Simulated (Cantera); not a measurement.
Mixture: CO : H2 : CH4 : O2 : N2 = 1 : 0.25 : 0.55 : 1.57 : 4.55 (molar parts), equivalence ratio 1.1, at 0.370 bar, adiabatic and at constant pressure. Ignition delay is the time to a rise of 400 K.

Detailed kinetics in Cantera: GRI-Mech 3.0 (53 species, 325 reactions).

What does this change do: 0.78 parts CO2 added?


```tsv
quantity	before	after
delay at 1225 K	3.23 ms	3.81 ms
delay at 1300 K	1.74 ms	2.04 ms
delay at 1375 K	1.02 ms	1.18 ms
delay at 1450 K	0.638 ms	0.735 ms
delay at 1525 K	0.423 ms	0.484 ms
delay at 1600 K	0.292 ms	0.331 ms
apparent activation energy between 1450 and 1600 K	100 kJ/mol	100 kJ/mol
```
